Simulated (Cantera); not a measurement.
A Cantera script and what it prints.

```python
import numpy as np
import cantera as ct

gas_names = """
    CH4 TiCL3 CH3 HCL TiCL4 CL2 CH3CL
""".split()
cond_names = """
    Ti(a) Ti(b) Ti(L) TiCL3(s)
""".split()


# ... load() reads the species with a 1 bar reference pressure and builds the phases ...
species = {s.name: s for s in load("nasa_gas.yaml", gas_names) + load("nasa_condensed.yaml", cond_names)}
# Each term lists the table entries of one substance; the one whose range holds T is used.
reactions = {
    '3 CH4(g) + TiCl3(g) = Ti + 3 CH3(g) + 3 HCl(g)':
        [(-3, ['CH4']), (-1, ['TiCL3']), (1, ['Ti(a)', 'Ti(b)', 'Ti(L)']), (3, ['CH3']), (3, ['HCL'])],
    '2 TiCl4(g) = 2 TiCl3 + Cl2(g)':
        [(-2, ['TiCL4']), (2, ['TiCL3(s)']), (1, ['CL2'])],
    'TiCl4(g) + 4 CH3(g) = 4 CH3Cl(g) + Ti':
        [(-1, ['TiCL4']), (-4, ['CH3']), (4, ['CH3CL']), (1, ['Ti(a)', 'Ti(b)', 'Ti(L)'])],
}


def pick(names, T):
    return next(species[n] for n in names if species[n].thermo.min_temp <= T <= species[n].thermo.max_temp)


results = []
for label, terms in reactions.items():
    print(label)
    print("     T/K   dH/kJ  dS/(J/K)   dG/kJ   log10 K")
    for T in [548, 598, 648, 698, 748, 798, 848, 898, 948]:
        used = [(nu, pick(names, T)) for nu, names in terms]
        dH = sum(nu * s.thermo.h(T) for nu, s in used) / 1e6
        dS = sum(nu * s.thermo.s(T) for nu, s in used) / 1e3
        dG = dH - T * dS / 1e3
        logK = -dG * 1e6 / (ct.gas_constant * T * np.log(10))
        results.append((label, T, dH, dS, dG, logK, [s.name for _, s in used]))
        print(f"{T:8g} {dH:8.1f} {dS:8.1f} {dG:8.1f} {logK:8.2f}")
```

Output:

```
3 CH4(g) + TiCl3(g) = Ti + 3 CH3(g) + 3 HCl(g)
     T/K   dH/kJ  dS/(J/K)   dG/kJ   log10 K
     548    936.1    320.5    760.4   -72.48
     598    937.2    322.5    744.3   -65.02
     648    938.1    323.9    728.2   -58.70
     698    938.8    325.0    711.9   -53.28
     748    939.3    325.7    695.7   -48.58
     798    939.7    326.2    679.4   -44.47
     848    940.0    326.6    663.1   -40.84
     898    940.1    326.7    646.7   -37.62
     948    940.2    326.8    630.4   -34.73
2 TiCl4(g) = 2 TiCl3 + Cl2(g)
     T/K   dH/kJ  dS/(J/K)   dG/kJ   log10 K
     548     91.0   -187.2    193.6   -18.45
     598     92.6   -184.4    202.9   -17.72
     648     94.2   -181.9    212.0   -17.09
     698     95.8   -179.5    221.0   -16.54
     748     97.4   -177.2    230.0   -16.06
     798     99.1   -175.0    238.8   -15.63
     848    100.8   -172.9    247.5   -15.24
     898    102.6   -170.9    256.1   -14.89
     948    104.4   -168.9    264.6   -14.58
TiCl4(g) + 4 CH3(g) = 4 CH3Cl(g) + Ti
     T/K   dH/kJ  dS/(J/K)   dG/kJ   log10 K
     548   -163.5   -191.4    -58.6     5.59
     598   -164.8   -193.7    -49.0     4.28
     648   -165.9   -195.4    -39.3     3.17
     698   -166.7   -196.6    -29.5     2.21
     748   -167.3   -197.4    -19.6     1.37
     798   -167.7   -197.9     -9.7     0.64
     848   -167.9   -198.2      0.2    -0.01
     898   -167.9   -198.2     10.1    -0.59
     948   -167.8   -198.1     20.0    -1.10
```

Cantera with NASA thermochemical tables; ideal gases at 1 bar, condensed phases pure. Condensed species are held in their standard states even where they would react or evaporate.
